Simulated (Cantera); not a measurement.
Cantera with NASA thermochemical tables; ideal gases at 1 bar, condensed phases pure. Values are per mole of reaction as written; species without (g) are pure solids or liquids, kept so even where they would boil at 1 bar.

S + PbF₂ ⇌ PbS(g) + 2 F(g)

| T (K) | ΔH° (kJ) | ΔS° (J/K) | ΔG° (kJ) | log10 K | condensed phases |
|---|---|---|---|---|---|
| 300 | 967.5 | 423.8 | 840.4 | -146.32 | S(s), PbF₂(s) |
| 550 | 958.0 | 401.4 | 737.2 | -70.02 | S(l), PbF₂(s) |
| 600 | ? | ? | ? | ? | S(l), PbF₂(s) |
| 650 | 950.6 | 389.2 | 697.7 | -56.07 | S(l), PbF₂(s) |
| 700 | 946.3 | 382.7 | 678.4 | -50.62 | S(l), PbF₂(s) |
| 750 | 942.2 | 377.1 | 659.4 | -45.92 | S(l), PbF₂(s) |
| 800 | ? | ? | ? | ? | S(l), PbF₂(s) |
| 850 | ? | ? | ? | ? | S(l), PbF₂(s) |
| 900 | 933.5 | 366.4 | 603.7 | -35.04 | S(l), PbF₂(s) |
| 950 | 931.3 | 364.0 | 585.5 | -32.19 | S(l), PbF₂(s) |

### Question
Complete the blanks.

### Answer

- 600, ΔH° (kJ): 954.4
- 600, ΔS° (J/K): 395.1
- 600, ΔG° (kJ): 717.3
- 600, log10 K: -62.45
- 800, ΔH° (kJ): 938.7
- 800, ΔS° (J/K): 372.5
- 800, ΔG° (kJ): 640.7
- 800, log10 K: -41.83
- 850, ΔH° (kJ): 935.9
- 850, ΔS° (J/K): 369.1
- 850, ΔG° (kJ): 622.1
- 850, log10 K: -38.23
